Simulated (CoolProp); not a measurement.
Ammonia at 341.33 K and 1.98 MPa flows at 7.1 m/s in a round tube of 20 mm bore and 45 µm roughness, fully developed (64/Re and Nu = 3.66 if laminar; Colebrook and Gnielinski if turbulent). Each further row changes one setting.

Model: reference Helmholtz-energy equation of state, Gao 2020, in CoolProp.

```tsv
case	Reynolds number	Darcy friction factor	pressure drop (Pa/m)	heat-transfer coefficient (W/(m² K))	mass flow (kg/h)
as stated	170000	0.0251	436	909	111
velocity 14.2 m/s	341000	0.0247	1710	1790	221
diameter 40 mm	341000	0.0210	182	766	442
```

Viscosity comes from a separate model (Fenghour 1995). Thermal conductivity comes from a separate model (Tufeu 1984).
